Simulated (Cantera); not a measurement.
Cantera run:

```python
import numpy as np
import cantera as ct

gas_names = """
    C CH CH2 CH3 CH2OH CH3O CH4 CH3OH CO CO2 COOH C2 C2H CHCO,ketyl C2H2,acetylene C2H2,vinylidene
    CH2CO,ketene C2H3,vinyl CH3CO,acetyl C2H4 C2H4O,ethylen CH3CHO,ethanal CH3COOH (HCOOH)2 C2H5 C2H6
    CH3OCH3 C2H5OH C2O C3 C3H3,propargyl C3H4,allene C3H4,propyne C3H4,cyclo- C3H5,allyl C3H6,propylene
    C3H6,cyclo- C3H6O C3H7,n-propyl C3H7,i-propyl C3H8 C3H8O,1propanol C3H8O,2propanol C3O2 C4 C4H2
    C4H4,1,3-cyclo- C4H6,butadiene C4H6,2-butyne C4H6,cyclo- C4H8,1-butene C4H8,cis2-buten
    C4H8,tr2-butene C4H8,isobutene C4H8,cyclo- (CH3COOH)2 C4H9,n-butyl C4H9,i-butyl C4H9,s-butyl
    C4H9,t-butyl C4H10,isobutane C4H10,n-butane C5 C5H6,1,3cyclo- C5H8,cyclo- C5H10,1-pentene
    C5H10,cyclo- C5H11,pentyl C5H11,t-pentyl C5H12,n-pentane C5H12,i-pentane CH3C(CH3)2CH3 C6H2
    C6H5,phenyl C6H5O,phenoxy C6H6 C6H5OH,phenol C6H10,cyclo- C6H12,1-hexene C6H12,cyclo- C6H13,n-hexyl
    C7H7,benzyl C7H8 C7H8O,cresol C7H14,1-heptene C7H15,n-heptyl C7H16,n-heptane C8H8,styrene
    C8H10,ethylbenz C8H16,1-octene C8H17,n-octyl C8H18,isooctane C8H18,n-octane C9H19,n-nonyl
    C10H8,naphthale C10H21,n-decyl C12H9,o-bipheny C12H10,bipheny H HCO HO2 H2 HCHO,formaldehy HCOOH H2O
    H2O2 O OH O2 O3 Si SiC SiC2 SiC4H12 SiH SiH2 SiH3 SiH4 SiO SiO2 Si2 Si2C Si3
""".split()
cond_names = """
    C(gr) C6H6(L) C7H8(L) C8H18(L),n-octa H2O(s) H2O(L) Si(cr) Si(L) SiC(b) SiO2(Lqz) SiO2(hqz) SiO2(L)
""".split()


def load(file, names, dense=False):
    # The tables refer to 1 bar. Condensed volumes are neglected.
    table = {s.name: s for s in ct.Species.list_from_file(file)}
    out = []
    for n in names:
        d = dict(table[n].input_data)
        d["thermo"] = dict(d["thermo"], **{"reference-pressure": 1e5})
        if dense:
            d["equation-of-state"] = {"model": "constant-volume", "density": "1e6 g/cm^3"}
        out.append(ct.Species.from_dict(d))
    return out


gas = ct.Solution(thermo="ideal-gas", species=load("nasa_gas.yaml", gas_names))
cond = {s.name: ct.Solution(thermo="fixed-stoichiometry", species=[s], name=s.name)
        for s in load("nasa_condensed.yaml", cond_names, dense=True)}
atoms = {
    'SiO2': {'Si': 1, 'O': 2},
    'CH4': {'C': 1, 'H': 4},
    'H2': {'H': 2},
}
top_T = {'C(gr)': 4500, 'SiC(b)': 3050}  # K; cautious upper limits of use, not melting points


def equilibrate(T, P, feed):
    n = {}
    for name, mol in feed.items():
        for a, k in atoms[name].items():
            n[a] = n.get(a, 0.0) + k * mol
    gas.TPX = T, P, n
    mass = sum(n.values()) * gas.mean_molecular_weight
    gas.equilibrate("TP")
    valid = [c for c in cond.values() if c.min_temp <= T <= top_T.get(c.name, c.max_temp)]
    mix = ct.Mixture([(gas, mass / gas.mean_molecular_weight)] + [(c, 0.0) for c in valid])
    mix.T, mix.P = T, P
    mix.equilibrate("TP", solver="vcs", rtol=1e-11, max_steps=5000)
    return mix


results = []
feed = {'SiO2': 1, 'CH4': 4.4, 'H2': 8.6}  # mol
P = 5000  # Pa
for T in [1375, 1425, 1475, 1525, 1575, 1625, 1675, 1725, 1775, 1825, 1875]:
    mix = equilibrate(T, P, feed)
    results.append((T, P, feed, dict(zip(mix.species_names, mix.species_moles))))
    x = sorted(zip(gas.X, gas.species_names), reverse=True)
    print(f"T = {T:g} K  P = {P:g} Pa  gas = {mix.phase_moles(0):.4g} mol")
    print("   x: " + "  ".join(f"{s} {v:.3e}" for v, s in x if v > 1e-05))
    print("   condensed (mol): " + ("  ".join(f"{mix.phase(i).name} {mix.phase_moles(i):.4g}"
          for i in range(1, mix.n_phases) if mix.phase_moles(i) > 1e-12) or "none"))
```

Output:

```
T = 1375 K  P = 5000 Pa  gas = 18.33 mol
   x: H2 9.489e-01  CO 5.083e-02  CH4 2.241e-04  SiO 5.622e-05  H 1.493e-05  H2O 1.110e-05
   condensed (mol): C(gr) 2.999  SiC(b) 0.4654  SiO2(hqz) 0.5336
T = 1425 K  P = 5000 Pa  gas = 19.4 mol
   x: H2 8.967e-01  CO 1.029e-01  CH4 1.515e-04  SiO 1.449e-04  H 2.889e-05  H2O 1.402e-05
   condensed (mol): C(gr) 1.403  SiC(b) 0.9972
T = 1475 K  P = 5000 Pa  gas = 19.4 mol
   x: H2 8.967e-01  CO 1.029e-01  SiO 1.813e-04  CH4 1.169e-04  H 5.493e-05
   condensed (mol): C(gr) 1.405  SiC(b) 0.9965
T = 1525 K  P = 5000 Pa  gas = 19.4 mol
   x: H2 8.967e-01  CO 1.029e-01  SiO 2.235e-04  H 1.002e-04  CH4 9.172e-05  C2H2,acetylene 1.084e-05
   condensed (mol): C(gr) 1.407  SiC(b) 0.9957
T = 1575 K  P = 5000 Pa  gas = 19.4 mol
   x: H2 8.966e-01  CO 1.028e-01  SiO 2.717e-04  H 1.760e-04  CH4 7.310e-05  C2H2,acetylene 1.892e-05
   condensed (mol): C(gr) 1.408  SiC(b) 0.9947
T = 1625 K  P = 5000 Pa  gas = 19.4 mol
   x: H2 8.965e-01  CO 1.028e-01  SiO 3.262e-04  H 2.988e-04  CH4 5.910e-05  C2H2,acetylene 3.188e-05
   condensed (mol): C(gr) 1.41  SiC(b) 0.9937
T = 1675 K  P = 5000 Pa  gas = 19.4 mol
   x: H2 8.963e-01  CO 1.027e-01  H 4.916e-04  SiO 3.872e-04  C2H2,acetylene 5.205e-05  CH4 4.839e-05
   condensed (mol): C(gr) 1.412  SiC(b) 0.9925
T = 1725 K  P = 5000 Pa  gas = 19.41 mol
   x: H2 8.960e-01  CO 1.026e-01  H 7.862e-04  SiO 4.549e-04  C2H2,acetylene 8.256e-05  CH4 4.009e-05
   condensed (mol): C(gr) 1.414  SiC(b) 0.9912
T = 1775 K  P = 5000 Pa  gas = 19.41 mol
   x: H2 8.956e-01  CO 1.025e-01  H 1.225e-03  SiO 5.294e-04  C2H2,acetylene 1.275e-04  CH4 3.357e-05
   condensed (mol): C(gr) 1.415  SiC(b) 0.9897
T = 1825 K  P = 5000 Pa  gas = 19.42 mol
   x: H2 8.949e-01  CO 1.024e-01  H 1.863e-03  SiO 6.106e-04  C2H2,acetylene 1.922e-04  CH4 2.839e-05
   condensed (mol): C(gr) 1.416  SiC(b) 0.9881
T = 1875 K  P = 5000 Pa  gas = 19.43 mol
   x: H2 8.940e-01  CO 1.023e-01  H 2.772e-03  SiO 6.987e-04  C2H2,acetylene 2.832e-04  CH4 2.421e-05
   condensed (mol): C(gr) 1.416  SiC(b) 0.9862
```

Method: chemical equilibrium by Gibbs-energy minimisation in Cantera with the NASA 1993 tables (ideal gas, pure condensed phases). Mutual solubility and eutectic melting of coexisting phases are not modelled. The tables hold silica as quartz up to 1696 K and as liquid above; real silica turns to tridymite and cristobalite and melts near 1996 K.
